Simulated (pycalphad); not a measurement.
All values are pycalphad results on the COST 507 light-alloy database (1999) (1 atm), not direct measurements. The data set is of 1999 and partly superseded. Amounts are mole fractions of atoms. Kinetics are ignored, which matters at the lower temperatures.

### Question
Give the equilibrium state of Si-17.01C (wt.%) at 2200 K.

### Answer
CSI, fraction 0.647, with 30.0 C wt.%; LIQUID, fraction 0.353, with 0.09 C wt.%.

### Question
Give the equilibrium state of Si-17.01C (wt.%) at 700 K.

### Answer
CSI, fraction 0.648, with 30.0 C wt.%; DIAMOND_A4, fraction 0.352, with <0.01 C wt.%.

Database names, with the compositions (at.%) that they take in these runs: CSI: Si 50 C 50. DIAMOND_A4 is diamond (Si).
